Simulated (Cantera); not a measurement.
A closed system holds: 1 mol Al, a varied amount of Br₂, equilibrated at 575 °C and 0.00133 bar.

Method: chemical equilibrium by Gibbs-energy minimisation in Cantera with the NASA 1993 tables (ideal gas, pure condensed phases). Candidate condensed phases: Al, AlBr₃, Br₂; 7 gas species. Equilibrium is a limit: real reactors are often held back by kinetics, nucleation or transport.

log p: log10 of the partial pressure in bar; n: condensed amount in mol.

```tsv
n(Br₂) (mol)	log p AlBr₃	log p Br₂	log p Br	log p AlBr	log p Al₂Br₆	n Al(s)
0.8	-2.88	<-14	-12.65	-5.07	-6.16	0.464
0.98	-2.88	<-14	-12.65	-5.07	-6.16	0.344
1.2	-2.88	<-14	-12.65	-5.07	-6.16	___
1.4	-2.88	<-14	-12.65	-5.07	-6.16	0.0627
1.8	___	___	___	<-14	___	0
2.1	-3.08	-3.31	-4.81	<-14	-6.57	0
2.6	-3.20	-3.16	-4.74	<-14	-6.81	0
3.2	-3.31	-3.08	-4.70	<-14	-7.03	0
3.9	-3.41	-3.03	-4.67	<-14	-7.23	0
4.7	-3.50	-3.00	-4.66	<-14	-7.41	0
```

### Question
Complete the blanks.

### Answer

- 1.8, log p AlBr₃: -2.99
- 1.8, log p Br₂: -3.52
- 1.8, log p Br: -4.92
- 1.8, log p Al₂Br₆: -6.39
- 1.2, n Al(s): 0.197
